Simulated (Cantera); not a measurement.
A Cantera script and its output.

```python
import numpy as np
import cantera as ct

gas = ct.Solution("gri30.yaml")
gas.TPX = 1150, 21000, {'N2O': 1, 'N2': 0.45, 'H2O': 0.0039}
reactor = ct.IdealGasConstPressureReactor(gas, energy="off", clone=False)
net = ct.ReactorNet([reactor])
net.rtol, net.atol = 1e-08, 1e-18
show = ['N2O', 'O', 'NO', 'O2', 'N2']
times = np.geomspace(4e-06, 300, 11)

steps = ct.SolutionArray(gas, extra=["t"])
rows = []
print(f"{'t/s':>10s}{'T/K':>9s}{'P/Pa':>11s}" + "".join(f"{s:>11s}" for s in show))
for t in times:
    while net.time < t:
        t_next = net.step()
        steps.append(gas.state, t=t_next)
    rows.append([np.interp(t, steps.t, y) for y in (steps.T, steps.P, *steps(*show).X.T)])
    print(f"{t:10.3e}{rows[-1][0]:9.1f}{rows[-1][1]:11.4g}" + "".join(f"{x:11.3e}" for x in rows[-1][2:]))
rate = np.gradient(steps.T, steps.t)
print("integrator steps:", len(steps.t))
if steps.T.max() > steps.T[0] + 200:
    print(f"time of steepest temperature rise: {steps.t[rate.argmax()]:.4e} s")
gas.TPX = 1150, 21000, {'N2O': 1, 'N2': 0.45, 'H2O': 0.0039}
gas.equilibrate("TP")
print(f"equilibrium (TP): T = {gas.T:.1f} K  " + "  ".join(f"{s} {gas[s].X[0]:.3e}" for s in show))
```

Output:

```
       t/s      T/K       P/Pa        N2O          O         NO         O2         N2
 4.000e-06   1150.0    2.1e+04  6.878e-01  6.363e-08  4.529e-10  2.420e-09  3.095e-01
 2.452e-05   1150.0    2.1e+04  6.878e-01  3.194e-07  1.484e-08  7.930e-08  3.095e-01
 1.503e-04   1150.0    2.1e+04  6.878e-01  7.720e-07  2.933e-07  1.567e-06  3.095e-01
 9.217e-04   1150.0    2.1e+04  6.878e-01  8.092e-07  2.467e-06  1.318e-05  3.095e-01
 5.650e-03   1150.0    2.1e+04  6.876e-01  8.085e-07  1.579e-05  8.460e-05  3.097e-01
 3.464e-02   1150.0    2.1e+04  6.863e-01  8.051e-07  9.204e-05  5.229e-04  3.104e-01
 2.124e-01   1150.0    2.1e+04  6.784e-01  7.861e-07  5.290e-04  3.194e-03  3.152e-01
 1.302e+00   1150.0    2.1e+04  6.327e-01  7.593e-07  3.217e-03  1.877e-02  3.425e-01
 7.982e+00   1150.0    2.1e+04  4.245e-01  7.189e-07  1.547e-02  9.012e-02  4.674e-01
 4.893e+01   1150.0    2.1e+04  6.427e-02  4.086e-07  3.444e-02  2.147e-01  6.844e-01
 3.000e+02   1150.0    2.1e+04  7.732e-05  9.675e-09  3.550e-02  2.378e-01  7.243e-01
integrator steps: 1653
equilibrium (TP): T = 1150.0 K  N2O 4.552e-09  O 9.234e-09  NO 1.414e-04  O2 2.558e-01  N2 7.420e-01
```

Computed with Cantera and GRI-Mech 3.0 (53 species, 325 reactions). GRI-Mech 3.0 was tuned for natural gas; its chemistry of N2O as a main component is partial and can be far from experiment. The mechanism lacks the step 2 NO + O2 → 2 NO2, which can matter for NO2 below about 1400 K. The temperature is held fixed by assumption; the heat of reaction is taken as removed at once.
